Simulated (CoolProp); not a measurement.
Computed with CoolProp (reference Helmholtz-energy equation of state, Lemmon 2016).

Problem. For R115, give the phase and the cv (kJ/(kg K)), Joule-Thomson coefficient (K/MPa), isothermal compressibility (1/MPa), expansivity (1/kK) at 263 K and 11900 kPa.

Solution. 
- 263 K and 11900 kPa: liquid; cv 0.665, Joule-Thomson coefficient -0.310, isothermal compressibility 0.00275, expansivity 2.12
